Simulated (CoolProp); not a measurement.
Saturation properties of n-perfluorohexane.

Values from CoolProp's reference Helmholtz-energy equation of state, Gao 2022.

```
T (K)    p (MPa)  vapour density (kg/m³)  enthalpy of vaporisation (kJ/kg)  liquid cp (kJ/(kg K))
-----  ---------  ----------------------  --------------------------------  ---------------------
238.3  0.0008921                  0.1524                             107.9                 0.9532
252.1   0.002413                  0.3905                             104.5                 0.9747
265.8   0.005702                  0.8783                             101.2                 0.9962
279.5    0.01212                   1.785                             97.81                  1.018
293.2    0.02357                   3.339                             94.38                  1.039
307      0.04272                   5.850                             90.82                  1.061
320.7    0.07239                   9.647                             87.15                  1.083
334.4     0.1163                   15.19                             83.29                  1.105
```

It boils at 330.3 K under 1 atm.
